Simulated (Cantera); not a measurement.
Ignition delay

Mixture: 2.96 % CH₄, 13.1 % O₂, 80.1 % N₂, 3.84 % H₂, equivalence ratio 0.60, at 2.47 atm, adiabatic and at constant volume. Ignition delay is the time to a rise of 400 K.

Model: GRI-Mech 3.0 (53 species, 325 reactions), integrated in Cantera.

```json
[
 {"T0 (K)": "1173", "delay (ms)": "0.489"},
 {"T0 (K)": "1223", "delay (ms)": "0.304"},
 {"T0 (K)": "1273", "delay (ms)": "0.201"},
 {"T0 (K)": "1323", "delay (ms)": "0.138"},
 {"T0 (K)": "1373", "delay (ms)": "0.0985"},
 {"T0 (K)": "1423", "delay (ms)": "0.0724"},
 {"T0 (K)": "1473", "delay (ms)": "0.0548"},
 {"T0 (K)": "1523", "delay (ms)": "0.0425"}
]
```

The apparent activation energy between 1423 and 1523 K is 96 kJ/mol.
